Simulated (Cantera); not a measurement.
Feed: 1 mol borazine, 84 mol H2, 4.2 mol NH3.

Method: chemical equilibrium by Gibbs-energy minimisation in Cantera with the NASA 1993 tables (ideal gas, pure condensed phases). Candidate condensed phases: B, BN; 15 gas species. The feed counts by its element totals alone. Mutual solubility and eutectic melting of coexisting phases are not modelled. Rates play no part.

Stable condensed phases, one row left out:

```
T in K \ P in Pa
             10     32    100    320   1000   3200  10000  32000 100000
   2375       A      A      A      B      B      B      B      B      C
   2175       B      B      B      B      B      B      C      C      C
   2075       B      B      B      B      D      C      C      C      C
   1975       B      B      B      D      C      C      C      C      C
   1875       B      B      C      C      C      C      C      C      C
   1775       D      C      C      C      C      C      C      C      C
   1675       C      C      C      C      C      C      C      C      C
   1575       C      C      C      C      C      C      C      C      C
   1475       C      C      C      C      C      C      C      C      C
   1375       C      C      C      C      C      C      C      C      C
   1275       C      C      C      C      C      C      C      C      C
   1175       C      C      C      C      C      C      C      C      C
   1075       C      C      C      C      C      C      C      C      C
```

A: gas only; B: B; C: BN; D: B + BN.

Q: Give the row for 2275 K.

A: 10: gas only; 32: B; 100: B; 320: B; 1000: B; 3200: B; 10000: B; 32000: BN; 100000: BN.
